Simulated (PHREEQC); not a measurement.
# Brine

Dissolve 1.1 mol/kgw KOH and 1.4 mol/kgw KBr at 20 °C. It is in equilibrium with CO2 at log p = -3.5 (atm). Otherwise closed; pH follows from the charge balance.

Computed with PHREEQC (Pitzer model, pitzer.dat).

Precipitation was switched off in this run.

Problem. Predict the pH, density, activity of water.

Solution. pH 10.18; density 1.165 g/cm³; activity of water 0.930.

Problem. In which forms is C present?

Solution. CO3-2 76 %, HCO3- 24 % of the C.

Species that the database lacks are ignored. In brines, pH and single-ion activities rest on the MacInnes convention.
